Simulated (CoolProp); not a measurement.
Saturated liquid density (kg/m³) of m-xylene: the reference equation beside estimates from Tc = 616.9 K, pc = 3.535 MPa, ω = 0.326. Rackett uses Z = 0.29056 − 0.08775 ω.

Model: reference Helmholtz-energy equation of state, Zhou 2012, in CoolProp.

```json
[
 {"T (K)": "301.7", "reference": "856.8", "Rackett": "843.9", "van der Waals": "482.6", "Soave-Redlich-Kwong": "737.0", "Peng-Robinson": "828.4"},
 {"T (K)": "305.1", "reference": "853.9", "Rackett": "841.0", "van der Waals": "481.1", "Soave-Redlich-Kwong": "735.0", "Peng-Robinson": "826.3"},
 {"T (K)": "308.4", "reference": "851.0", "Rackett": "838.2", "van der Waals": "479.7", "Soave-Redlich-Kwong": "733.0", "Peng-Robinson": "824.2"},
 {"T (K)": "311.8", "reference": "848.0", "Rackett": "835.3", "van der Waals": "478.2", "Soave-Redlich-Kwong": "730.9", "Peng-Robinson": "822.0"},
 {"T (K)": "315.1", "reference": "845.2", "Rackett": "832.4", "van der Waals": "476.7", "Soave-Redlich-Kwong": "728.9", "Peng-Robinson": "819.9"},
 {"T (K)": "318.5", "reference": "842.2", "Rackett": "829.5", "van der Waals": "475.2", "Soave-Redlich-Kwong": "726.8", "Peng-Robinson": "817.6"},
 {"T (K)": "321.8", "reference": "839.3", "Rackett": "826.6", "van der Waals": "473.8", "Soave-Redlich-Kwong": "724.7", "Peng-Robinson": "815.4"},
 {"T (K)": "325.2", "reference": "836.3", "Rackett": "823.7", "van der Waals": "472.2", "Soave-Redlich-Kwong": "722.5", "Peng-Robinson": "813.1"},
 {"T (K)": "328.5", "reference": "833.4", "Rackett": "820.8", "van der Waals": "470.7", "Soave-Redlich-Kwong": "720.4", "Peng-Robinson": "810.9"},
 {"T (K)": "331.9", "reference": "830.4", "Rackett": "817.8", "van der Waals": "469.2", "Soave-Redlich-Kwong": "718.2", "Peng-Robinson": "808.5"},
 {"T (K)": "335.2", "reference": "827.5", "Rackett": "814.9", "van der Waals": "467.7", "Soave-Redlich-Kwong": "716.0", "Peng-Robinson": "806.2"},
 {"T (K)": "338.5", "reference": "824.5", "Rackett": "812.0", "van der Waals": "466.2", "Soave-Redlich-Kwong": "713.8", "Peng-Robinson": "803.8"},
 {"T (K)": "341.9", "reference": "821.5", "Rackett": "808.9", "van der Waals": "464.6", "Soave-Redlich-Kwong": "711.5", "Peng-Robinson": "801.4"},
 {"T (K)": "345.2", "reference": "818.5", "Rackett": "806.0", "van der Waals": "463.0", "Soave-Redlich-Kwong": "709.2", "Peng-Robinson": "799.0"},
 {"T (K)": "348.6", "reference": "815.4", "Rackett": "802.9", "van der Waals": "461.4", "Soave-Redlich-Kwong": "706.8", "Peng-Robinson": "796.4"}
]
```

Absolute difference from the reference over all 15 rows, mean and median: Rackett 1.5 and 1.5 %, van der Waals 43.5 and 43.5 %, Soave-Redlich-Kwong 13.6 and 13.6 %, Peng-Robinson 2.8 and 2.8 %.
